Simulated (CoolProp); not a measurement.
A single-stage vapour-compression cycle with R142b: evaporating at 234.15 K (dew point), condensing at 291.15 K (bubble point), superheat 5 K, subcooling 5 K, compressor efficiency 0.65, no pressure losses. Each further row changes one setting.

Model: reference Helmholtz-energy equation of state, Lemmon 2006, in CoolProp. It is a short technical equation, of lower accuracy than the large ones.

| case | cooling COP | pressure ratio | discharge temperature (K) | refrigerating effect (kJ/kg) | volumetric capacity (kJ/m³) |
|---|---|---|---|---|---|
| as stated | 2.23 | 10.8 | 341.5 | 179 | 231 |
| evaporating temperature 239.15 K | ___ | 8.29 | 335.8 | 183 | ___ |
| condensing temperature 286.15 K | 2.50 | ___ | 334.2 | 186 | 239 |
| subcooling 10 K | 2.31 | 10.8 | 341.5 | 186 | 239 |
| superheat 15 K | 2.23 | 10.8 | 353.0 | 187 | 230 |
| compressor efficiency 0.55 | 1.89 | 10.8 | 356.9 | 179 | 231 |

Question: Complete the blanks.

Answer: 
- evaporating temperature 239.15 K, cooling COP: 2.55
- evaporating temperature 239.15 K, volumetric capacity (kJ/m³): 300
- condensing temperature 286.15 K, pressure ratio: 9.13
